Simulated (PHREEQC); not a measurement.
1 kg of water holding 46 mmol/kgw MgSO4 and 94 mmol/kgw K2SO4 is evaporated at 25 °C; the solids stay in contact with the brine. No CO2 enters from the air. Solids allowed: Arcanite, Brucite, Epsomite, Hexahydrite, Kieserite, Leonite, Misenite, Schoenite. Others were left out.

All values are PHREEQC results (Pitzer model, pitzer.dat), not measurements.

Q: Predict Arcanite (mol) at water left (kg) = 0.06418, 0.02897, 0.01.

A: 
| water left (kg) | Arcanite (mol) |
|---|---|
| 0.06418 | 0.0490 |
| 0.02897 | 0.0699 |
| 0.01 | 0.0556 |

Complexes and solids missing from the database can't appear.
